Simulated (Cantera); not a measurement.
Charge: 1 mol SiH4, 0.0065 mol Cl2, 950 mol H2, 2.4 mol HCl, held at 1000 K and 2000 Pa.

Method: chemical equilibrium by Gibbs-energy minimisation in Cantera with the NASA 1993 tables (ideal gas, pure condensed phases). Candidate condensed phases: Si; 19 gas species. The numbers say what is thermodynamically allowed, not how fast it happens.

Base state: H2 0.998, HCl 0.00245, SiCl2 1.03e-5 (mole fractions); condensed: Si(s).

Task: What changes in the equilibrium state with this change: H2 from 950 to 4.4 mol?

Result: 
| species | before | after |
|---|---|---|
| H2 | 0.998 | 0.903 |
| SiCl4 | 3.41e-6 | 0.0546 |
| HCl | 0.00245 | 0.0263 |
| SiHCl3 | 9.76e-6 | 0.0132 |
| SiCl3 | 1.20e-6 | 0.00171 |
| SiCl2 | 1.03e-5 | 0.00130 |
| SiH2Cl2 | 3.01e-6 | 0.000345 |
| Si(s), mol | 0.973 | 0.413 |
The tables' values for SiCl3 are old estimates; treat these amounts as uncertain.
